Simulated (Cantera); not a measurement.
Input: 1 mol SiCl4, 13 mol N2, held at 1450 K and 0.0130 bar.

These are equilibrium values from Cantera (NASA tables, ideal gas, pure condensed phases), not measurements of a reactor. Candidate condensed phases: Si, Si3N4; 13 gas species. The tables' values for SiCl3 are old estimates; treat these amounts as uncertain. Kinetics and transport are ignored.

Base state: N2 0.927, SiCl4 0.0695, Cl 0.00192, SiCl3 0.00168, SiCl2 0.000149, Cl2 2.83e-5 (mole fractions); condensed: gas only.

Problem. What changes in the equilibrium state with this change: pressure from 0.0130 bar to 1 atm?

Solution. 
```json
[
 {"species": "N2", "before": "0.927", "after": "0.928"},
 {"species": "SiCl4", "before": "0.0695", "after": "0.0712"},
 {"species": "SiCl3", "before": "0.00168", "after": "0.000226"},
 {"species": "Cl", "before": "0.00192", "after": "0.000189"},
 {"species": "SiCl2", "before": "0.000149", "after": "2.62e-6"},
 {"species": "Cl2", "before": "2.83e-5", "after": "2.12e-5"}
]
```

Problem. What changes in the equilibrium state with this change: SiCl4 replaced by Si2H6?

Solution. 
| species | before | after |
|---|---|---|
| N2 | 0.927 | 0.795 |
| H2 | 0 | 0.205 |
| H | 0 | 3.75e-5 |
| SiCl4 | 0.0695 | 0 |
| Cl | 0.00192 | 0 |
| SiCl3 | 0.00168 | 0 |
| SiCl2 | 0.000149 | 0 |
| Cl2 | 2.83e-5 | 0 |
| Si3N4(s), mol | 0 | 0.667 |
The feed counts by its element totals alone. N2 is the only nitrogen source here; it is nearly inert below about 1500 K, so the nitride shown seldom forms there in practice.
